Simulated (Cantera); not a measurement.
Input (Python, Cantera) and output of one run.

```python
import numpy as np
import cantera as ct

gas_names = """
    H HO2 H2 H2O H2O2 O OH O2 O3 Ti TiO TiO2
""".split()
cond_names = """
    H2O(s) H2O(L) Ti(a) Ti(b) Ti(L) TiO(a) TiO(b) TiO(L) TiO2(ru) TiO2(L) Ti2O3(a) Ti2O3(b) Ti2O3(L)
    Ti3O5(a) Ti3O5(b) Ti3O5(L) Ti4O7(s) Ti4O7(L)
""".split()


# ... load() reads the species with a 1 bar reference pressure and builds the phases ...
atoms = {
    'TiO2': {'Ti': 1, 'O': 2},
    'H2': {'H': 2},
}
top_T = {}  # K; cautious upper limits of use, not melting points


# ... equilibrate(T, P, feed) seeds the gas with the atoms and calls Mixture.equilibrate('TP', solver="vcs", rtol=1e-11, max_steps=5000) ...
results = []
feed = {'TiO2': 1, 'H2': 8.3}  # mol
P = 33  # Pa
for T in [1073, 1148, 1223, 1298, 1373, 1448, 1523, 1598, 1673, 1748, 1823]:
    mix = equilibrate(T, P, feed)
    results.append((T, P, feed, dict(zip(mix.species_names, mix.species_moles))))

top = {s: max(r[3][s] / sum(r[3][g] for g in gas_names) for r in results) for s in gas_names}
cols = sorted((s for s in top if top[s] > 0.001), key=lambda s: -top[s])[:7]
seen = [c for c in cond_names if any(r[3].get(c, 0) > 1e-12 for r in results)]
print("log10 of partial pressures in bar; condensed amounts in mol")
print(f"{'T/K':>10s}" + "".join(f"{s[:9]:>10s}" for s in cols + seen))
for T, P, feed, n in results:
    ng = sum(n[g] for g in gas_names)
    print(f"{T:10.4g}" + "".join(f"{np.log10(max(n[s] / ng * P / 1e5, 1e-99)):10.3f}" for s in cols)
          + "".join(f"{n.get(c, 0):10.4g}" for c in seen))
```

Output:

```
log10 of partial pressures in bar; condensed amounts in mol
       T/K        H2       H2O         H  TiO2(ru)  Ti3O5(b)  Ti4O7(s)
      1073    -3.482    -7.141    -9.594    0.9927         0  0.001816
      1148    -3.482    -6.719    -8.886    0.9808         0  0.004808
      1223    -3.482    -6.346    -8.263    0.9546         0   0.01134
      1298    -3.483    -6.015    -7.711    0.9028         0    0.0243
      1373    -3.484    -5.719    -7.220    0.8078         0   0.04805
      1448    -3.486    -5.453    -6.779    0.6452         0   0.08869
      1523    -3.490    -5.213    -6.381    0.3834         0    0.1541
      1598    -3.496    -5.003    -6.022         0         0      0.25
      1673    -3.497    -5.004    -5.692         0         0      0.25
      1748    -3.500    -5.006    -5.391         0         0      0.25
      1823    -3.510    -4.884    -5.118         0    0.3333         0
```

Cantera equilibrium calculation (NASA polynomials, part measured and part estimated; ideal gas, pure solids and liquids). Mutual solubility and eutectic melting of coexisting phases are not modelled. Condensed phases not in the tables: Magnéli phases beyond Ti4O7.
